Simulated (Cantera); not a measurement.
Adiabatic ignition

An adiabatic, constant-pressure homogeneous reactor starts with 3.13 % CH4, 0.751 % CO, 20.1 % O2, 75.7 % N2, 0.313 % H2, equivalence ratio 0.34, at 1775 K and 285 Torr.

Detailed kinetics in Cantera: GRI-Mech 3.0 (53 species, 325 reactions).

```tsv
t (s)	T (K)	x CH4	x CO	x O2	x NO2	x CH3	x OH
2.00e-6	1775	0.0313	0.00751	0.201	<1e-12	1.40e-6	2.79e-7
7.63e-6	1775	0.0313	0.00751	0.201	<1e-12	8.31e-6	9.93e-7
2.91e-5	1775	0.0312	0.00751	0.201	<1e-12	4.61e-5	2.17e-6
0.000111	1775	0.0307	0.00752	0.201	<1e-12	0.000380	1.46e-5
0.000424	2165	<1e-12	0.0103	0.126	4.34e-9	<1e-12	0.0135
0.00162	2322	<1e-12	0.00598	0.128	9.65e-8	<1e-12	0.0116
0.00618	2397	<1e-12	0.00343	0.129	6.71e-7	<1e-12	0.00916
0.0236	2394	<1e-12	0.00331	0.128	2.29e-6	<1e-12	0.00892
0.0900	2383	<1e-12	0.00317	0.125	5.44e-6	<1e-12	0.00858
0.343	2380	<1e-12	0.00311	0.124	6.62e-6	<1e-12	0.00845
1.31	2380	<1e-12	0.00311	0.124	6.63e-6	<1e-12	0.00845
5.00	2380	<1e-12	0.00311	0.124	6.63e-6	<1e-12	0.00845
```
x: mole fraction; the columns are a selection and need not sum to one.

```json
{
  "time_of_steepest_temperature_rise": "0.256 ms",
  "temperature at 5.00 s": "2380 K",
  "equilibrium_temperature": "2380 K",
  "x(CH4) at 5.00 s": "<1e-12 (gas-phase equilibrium <1e-12)",
  "x(CO) at 5.00 s": "0.00311 (gas-phase equilibrium 0.00311)",
  "x(O2) at 5.00 s": "0.124 (gas-phase equilibrium 0.124)"
}
```
